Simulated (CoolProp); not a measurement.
Vapour-liquid equilibrium of m-xylene (1) + o-xylene (2) at 0.0149 MPa; x and y are mole fractions of (1).

Model: multi-fluid Helmholtz-energy mixture model, Zhou 2012 and Zhou 2012; pair parameters Bell 2016, in CoolProp.

Q: Give the bubble temperature and the first vapour's composition at x = 0.125, 0.575, 0.875. Is there an azeotrope?

A: x = 0.125: 83.6 °C, y = 0.144; x = 0.575: 81.4 °C, y = 0.619; x = 0.875: 80.1 °C, y = 0.892. No azeotrope shows between x = 0.05 and 0.95.

Pair parameters are fitted to limited data, so mixtures are less certain than the pure fluids.
